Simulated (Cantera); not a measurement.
Predominance diagram of V at 750 K against the partial pressures of O2 and N2 (log10, bar). Cantera with NASA thermochemical tables; ideal gases at 1 bar, condensed phases pure. Candidates: V(s), VN(s), VO(s), V2O3(s), V2O4(s), V2O5(s). Only these pure phases compete in this equilibrium. VN, VO: taken at fixed stoichiometry. Not in the tables: V3O5 to V6O13, V2N.

```
log p(N2) \ log p(O2)
        columns: -27, -25.6, -24.2, -22.7, -21.3, -19.9, -18.5, -17.1, -15.6, -14.2, -12.8, -11.4, -9.9, -8.5, -7.1, -5.7, -4.3, -2.8, -1.4, 0
      1  A A A A A B B B B B B B B B C C C C C C
   -1.2  A A A A A B B B B B B B B B C C C C C C
   -3.3  A A A A A B B B B B B B B B C C C C C C
   -5.5  A A A A A B B B B B B B B B C C C C C C
   -7.7  A A A A A B B B B B B B B B C C C C C C
   -9.8  A A A A A B B B B B B B B B C C C C C C
    -12  A A A A A B B B B B B B B B C C C C C C
  -14.2  A A A A A B B B B B B B B B C C C C C C
  -16.3  A A A A A B B B B B B B B B C C C C C C
  -18.5  A A A A A B B B B B B B B B C C C C C C
  -20.7  A A A A A B B B B B B B B B C C C C C C
  -22.8  A A A A A B B B B B B B B B C C C C C C
    -25  A A A A A B B B B B B B B B C C C C C C
```

A: V2O3(s); B: V2O4(s); C: V2O5(s).
